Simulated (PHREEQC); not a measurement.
Make-up at 25 °C: 54 mmol/kgw ZnCl2. Closed to the air; pH follows from the charge balance.

All values are PHREEQC results (ion-association model, wateq4f.dat), not measurements.

This is a speciation only: nothing precipitates in the calculation.

Task: Predict the pH, ionic strength.

Result: pH 5.13; ionic strength 0.152 mol/kgw.

Task: In which forms is Cl present?

Result: Cl- 95 %, ZnCl+ 4.4 % of the Cl.
